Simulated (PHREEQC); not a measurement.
**Spent oxide etchant**

Consider water at 60 °C with 0.039 mol/kgw HF, 3.8e-05 mol/kgw H2SiF6 and 0.00046 mol/kgw HNO3. Closed to the air; pH follows from the charge balance.

The numbers come from PHREEQC with the ion-association model, phreeqc.dat.

No solid was allowed to form.

Task: Predict the pH, ionic strength.

Result: pH 2.40; ionic strength 0.00429 mol/kgw.

Task: In which forms is F present?

Result: HF 89 %, F- 8.2 %, HF2- 2.5 %, SiF6-2 0.6 % of the F.

Constants without temperature data keep their 25 °C values here. SiF6-2 is the database's only silicon fluoride.
